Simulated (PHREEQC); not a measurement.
# Alkaline etch or developer

Make-up at 25 °C: 0.21 mol NaOH, 0.0014 mol H3BO3 and 4.7e-05 mol K3PO4 per kg of water. Closed to the air; pH follows from the charge balance.

All values are PHREEQC results (ion-association model, phreeqc.dat), not measurements.

Each row changes one thing in this solution. No solid was allowed to form.

```csv
case,pH,ionic strength (mol/kgw),HPO4-2 (mol/kgw),NaHPO4- (mol/kgw),KHPO4- (mol/kgw)
as made,13.16,0.210,1.15e-6,1.39e-7,8.84e-11
temperature from 25 to 40 °C,12.70,0.210,2.35e-6,2.74e-7,1.74e-10
K3PO4 from 4.7e-05 to 5.17e-05 mol/kgw,13.16,0.210,?,1.52e-7,1.07e-10
NaOH from 0.21 to 0.42 mol/kgw,13.43,0.420,4.11e-7,7.90e-8,2.42e-11
H3BO3 left out,13.17,0.210,1.15e-6,1.38e-7,8.79e-11
NaOH replaced by Na2SO4 at the same molality,7.63,0.514,3.69e-5,5.76e-6,1.67e-9
diluted 10-fold with water,12.25,0.0210,1.74e-6,4.09e-8,2.73e-11
H3BO3 from 0.0014 to 0.014 mol/kgw,13.14,0.210,1.23e-6,1.47e-7,?
```

Problem. Some entries are withheld; supply them.

Solution. 
- K3PO4 from 4.7e-05 to 5.17e-05 mol/kgw, HPO4-2 (mol/kgw): 1.27e-6
- H3BO3 from 0.0014 to 0.014 mol/kgw, KHPO4- (mol/kgw): 9.40e-11

Complexes and solids missing from the database can't appear. Constants without temperature data keep their 25 °C values here.
